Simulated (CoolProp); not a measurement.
Model: reference Helmholtz-energy equation of state, Lemmon 2003, in CoolProp. It is a pseudo-pure fit of the blend.

Q: For R410A, give the phase and the density (kg/m³), cv (kJ/(kg K)), isothermal compressibility (1/MPa) at 307.9 K and 6.65 MPa.

A: 
- 307.9 K and 6.65 MPa: liquid; density 1060, cv 0.918, isothermal compressibility 0.00818
